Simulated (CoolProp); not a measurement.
Vapour-liquid equilibrium of R1234ze(E) (1) + R227EA (2) at 271.7 K; x and y are mole fractions of (1).

Computed with CoolProp (multi-fluid Helmholtz-energy mixture model, Thol 2016 and Lemmon 2016; pair parameters Bell 2023).

| x | bubble pressure, mixture model (MPa) | bubble pressure, Raoult's law (MPa) | y, mixture model | y, Raoult's law |
|---|---|---|---|---|
| 0.05 | 0.1867 | 0.1860 | 0.058 | 0.055 |
| 0.125 | 0.1892 | 0.1875 | 0.142 | 0.137 |
| 0.2 | 0.1915 | 0.1890 | 0.224 | 0.217 |
| 0.275 | 0.1937 | 0.1906 | 0.302 | 0.296 |
| 0.35 | 0.1957 | 0.1921 | 0.379 | 0.374 |
| 0.425 | 0.1976 | 0.1936 | 0.453 | 0.451 |
| 0.5 | 0.1993 | 0.1951 | 0.525 | 0.526 |
| 0.575 | 0.2008 | 0.1966 | 0.597 | 0.600 |
| 0.65 | 0.2021 | 0.1981 | 0.667 | 0.673 |
| 0.725 | 0.2032 | 0.1997 | 0.737 | 0.745 |
| 0.8 | 0.2040 | 0.2012 | 0.808 | 0.816 |
| 0.875 | 0.2047 | 0.2027 | 0.879 | 0.886 |
| 0.95 | 0.2051 | 0.2042 | 0.951 | 0.955 |

The largest gap from Raoult's law is +2.2 % in bubble pressure, at x = 0.5. No azeotrope shows between x = 0.05 and 0.95.

Pair parameters are fitted to limited data, so mixtures are less certain than the pure fluids.
